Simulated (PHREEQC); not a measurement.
**Spent oxide etchant (model solution)**

A solution holds 6.5 mmol/kgw NH4HF2, 0.23 mmol/kgw (NH4)2SiF6, 34 mmol/kgw H3AsO4, 0.53 mmol/kgw HCl and 9.8 mmol/kgw NH3, at 25 °C. Closed to the air; pH follows from the charge balance.

All values are PHREEQC results (ion-association model, wateq4f.dat), not measurements.

Precipitation was switched off in this run.

Q: What pH, ionic strength does the model give?

A: pH 2.34; ionic strength 0.0221 mol/kgw.

Q: In which forms is F present?

A: HF 73 %, F- 12 %, SiF6-2 9.6 %, H2F2 4.0 %, HF2- 1.0 % of the F.

SiF6-2 is the database's only silicon fluoride.
